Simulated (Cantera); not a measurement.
Input: 1 mol c-C₄F₈, 1.1 mol HCl, at 1300 Pa.

Method: chemical equilibrium by Gibbs-energy minimisation in Cantera with the NASA 1993 tables (ideal gas, pure condensed phases). Candidate condensed phases: C, C₆H₆, C₇H₈, C₈H₁₈; 118 gas species. The feed counts by its element totals alone. Gases not in the tables: C₂F₆ and larger saturated fluorocarbons. Rates play no part.

At 1050 °C, list the 5 most abundant gas species with their mole fractions, and the condensed phases.

CF₄ 0.517, HF 0.264, Cl₂ 0.105, HCl 0.0604, Cl 0.0432. Condensed: C(graphite).
